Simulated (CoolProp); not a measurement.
CH3F (R41) along the isotherm 67.95 °C: Z from the reference equation and from simpler models built on Tc = 44.1 °C, pc = 5.906 MPa, ω = 0.200; each cubic takes its own stable root.

The numbers come from the reference Helmholtz-energy equation of state, Lemmon 2006 in CoolProp. It is a short technical equation, of lower accuracy than the large ones.

```
p (MPa)          phase  reference  van der Waals  Soave-Redlich-Kwong
-------  -------------  ---------  -------------  -------------------
1.64               gas     0.9107         0.9267               0.9224
3.28               gas     0.8136         0.8424               0.8369
4.92               gas        ___         0.7396               0.7399
6.56     supercritical     0.5781         0.5969               0.6253
8.2      supercritical     0.4255            ___                  ___
9.84     supercritical     0.3235         0.4116               0.4224
11.5     supercritical     0.3143         0.4420               0.4197
13.1     supercritical     0.3285         0.4780               0.4365
14.8     supercritical     0.3501         0.5186               0.4613
```

What belongs in the gaps?


- 4.92, reference: 0.7051
- 8.2, van der Waals: 0.4158
- 8.2, Soave-Redlich-Kwong: 0.4936
